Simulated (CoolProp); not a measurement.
CF4 (R14) at several states: Z from the reference equation and from simpler models built on Tc = -45.8 °C, pc = 3.762 MPa, ω = 0.178; each cubic takes its own stable root.

Model: reference Helmholtz-energy equation of state, Platzer 1990, in CoolProp. This equation is an older, rougher fit; its heat capacities, sound speeds and derivatives of the liquid may be far off and weren't checked against measurements.

```json
[
 {"T (°C)": "92.95", "p (MPa)": "1.08", "phase": "gas", "reference": "0.9836", "van der Waals": "0.9755", "Soave-Redlich-Kwong": "0.9859", "Peng-Robinson": "0.9799"},
 {"T (°C)": "5.55", "p (MPa)": "0.0221", "phase": "gas", "reference": "0.9990", "van der Waals": "0.9989", "Soave-Redlich-Kwong": "0.9990", "Peng-Robinson": "0.9988"},
 {"T (°C)": "-74.35", "p (MPa)": "1.99", "phase": "liquid", "reference": "0.08393", "van der Waals": "0.7067", "Soave-Redlich-Kwong": "0.09087", "Peng-Robinson": "0.08021"},
 {"T (°C)": "192.65", "p (MPa)": "0.0399", "phase": "gas", "reference": "0.9999", "van der Waals": "0.9996", "Soave-Redlich-Kwong": "1.0000", "Peng-Robinson": "0.9998"},
 {"T (°C)": "88.75", "p (MPa)": "5.73", "phase": "supercritical", "reference": "0.9188", "van der Waals": "0.8675", "Soave-Redlich-Kwong": "0.9347", "Peng-Robinson": "0.9081"}
]
```

At some of these states van der Waals gives the other phase, because its saturation line lies elsewhere.
